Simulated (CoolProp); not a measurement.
The numbers come from the reference Helmholtz-energy equation of state, Zhou 2012 in CoolProp.

Task: For ethylbenzene, give the phase and the density (kg/m³), cp (kJ/(kg K)), speed of sound (m/s) at 264.25 °C and 12 MPa; 284.85 °C and 12 MPa.

Result: 
- 264.25 °C and 12 MPa: liquid; density 655, cp 2.54, speed of sound 614
- 284.85 °C and 12 MPa: liquid; density 633, cp 2.61, speed of sound 563
